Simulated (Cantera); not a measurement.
Feed: 1 mol Si, 16 mol HBr, a varied amount of N2, at 1200 K and 0.380 bar.

Cantera equilibrium calculation (NASA polynomials, part measured and part estimated; ideal gas, pure solids and liquids). Candidate condensed phases: Br2, Si, Si3N4; 28 gas species. The tables' values for SiBr3 are old estimates; treat these amounts as uncertain. Rates play no part.

x: gas mole fraction; nothing condenses.

```csv
n(N2) (mol),x N2,x HBr,x H2,x SiBr4,x Br
0.1,0.00662,0.795,0.132,0.0658,0.000290
0.23,0.0151,0.788,0.131,0.0653,0.000288
0.52,0.0335,0.773,0.129,0.0641,0.000286
1.2,0.0741,0.741,0.123,0.0614,0.000280
2.7,0.153,0.678,0.113,0.0562,0.000267
6,0.286,0.571,0.0951,0.0473,[?]
13,0.464,0.429,0.0713,0.0355,[?]
30,0.667,0.267,0.0444,0.0220,[?]
68,0.819,0.145,0.0241,0.0119,[?]
```

### Question
Fill in the missing entries.

### Answer

- 6, x Br: 0.000246
- 13, x Br: 0.000213
- 30, x Br: 0.000168
- 68, x Br: 0.000124
